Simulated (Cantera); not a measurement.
Charge: 1 mol BN, 9.3 mol NF3, 0.62 mol N2, at 1002 °C and 1.00 bar.

Cantera equilibrium calculation (NASA polynomials, part measured and part estimated; ideal gas, pure solids and liquids). Candidate condensed phases: B, BN; 13 gas species. Equilibrium is a limit: real reactors are often held back by kinetics, nucleation or transport.

**Question.** What is the equilibrium state?

**Answer.** 
* **x(F)**: 0.444
* **x(F2)**: 0.281
* **x(N2)**: 0.233
* **x(BF3)**: 0.0405
* **x(NF3)**: 0.00106
* **x(NF2)**: 1.37e-5
* **gas amount**: 24.68 mol
* **log10 activity of B(s) (absent)**: -43.94
